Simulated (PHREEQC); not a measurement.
Synthetic water in mmol/kgw, 95 °C, pH 6.53:

| constituent | mmol/kgw |
|---|---|
| Na | 198 |
| K | 20.9 |
| Ca | 21.6 |
| Mg | 67.1 |
| Cl | 347 |
| S(6) | 15.8 |
| Alkalinity (meq/kgw) | 0.54 |
| Si | 1.5 |

Valence states are taken as typed.

Equilibrium calculation in PHREEQC: Pitzer model, pitzer.dat.

This is a speciation only: nothing precipitates in the calculation.

Q: What activity of water does the model give?

A: activity of water 0.990.

Q: In which forms is C present?

A: HCO3- 71 %, CO2 28 % of the C.

Constants without temperature data keep their 25 °C values here.
